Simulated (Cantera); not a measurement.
A Cantera script and what it prints.

```python
import numpy as np
import cantera as ct

gas_names = """
    H H2 N NH NH2 NH3 N2 N2H2 N2H4 Si SiH SiH2 SiH3 SiH4 SiN Si2 Si2N Si3
""".split()
cond_names = """
    Si(cr) Si(L) Si3N4(a)
""".split()


# ... load() reads the species with a 1 bar reference pressure and builds the phases ...
atoms = {
    'trisilylamine': {'Si': 3, 'N': 1, 'H': 9},
    'N2': {'N': 2},
}
top_T = {'Si3N4(a)': 2400}  # K; cautious upper limits of use, not melting points


# ... equilibrate(T, P, feed) seeds the gas with the atoms and calls Mixture.equilibrate('TP', solver="vcs", rtol=1e-11, max_steps=5000) ...
results = []
feed = {'trisilylamine': 1, 'N2': 5.7}  # mol
P = 1000  # Pa
for T in [798, 998, 1198, 1398, 1598, 1798, 1998]:
    mix = equilibrate(T, P, feed)
    results.append((T, P, feed, dict(zip(mix.species_names, mix.species_moles))))

top = {s: max(r[3][s] / sum(r[3][g] for g in gas_names) for r in results) for s in gas_names}
cols = sorted((s for s in top if top[s] > 0.001), key=lambda s: -top[s])[:5]
seen = [c for c in cond_names if any(r[3].get(c, 0) > 1e-12 for r in results)]
print("log10 of partial pressures in bar; condensed amounts in mol")
print(f"{'T/K':>10s}" + "".join(f"{s[:9]:>10s}" for s in cols + seen))
for T, P, feed, n in results:
    ng = sum(n[g] for g in gas_names)
    print(f"{T:10.4g}" + "".join(f"{np.log10(max(n[s] / ng * P / 1e5, 1e-99)):10.3f}" for s in cols)
          + "".join(f"{n.get(c, 0):10.4g}" for c in seen))
```

It prints:

```
log10 of partial pressures in bar; condensed amounts in mol
       T/K        N2        H2         H        Si     Si(L)  Si3N4(a)
       798    -2.316    -2.286   -12.717   -30.620         0         1
       998    -2.316    -2.286    -9.810   -21.471         0         1
      1198    -2.316    -2.286    -7.864   -15.394         0         1
      1398    -2.316    -2.286    -6.468   -11.072         0         1
      1598    -2.316    -2.287    -5.417    -7.844         0         1
      1798    -2.238    -2.378    -4.642    -5.511     2.996         0
      1998    -2.241    -2.386    -3.988    -4.371     2.947         0
```

These are equilibrium values from Cantera (NASA tables, ideal gas, pure condensed phases), not measurements of a reactor. The feed counts by its element totals alone. The tables' values for SiN are old estimates; treat these amounts as uncertain. Gases not in the tables: Si2H6 and higher silanes.
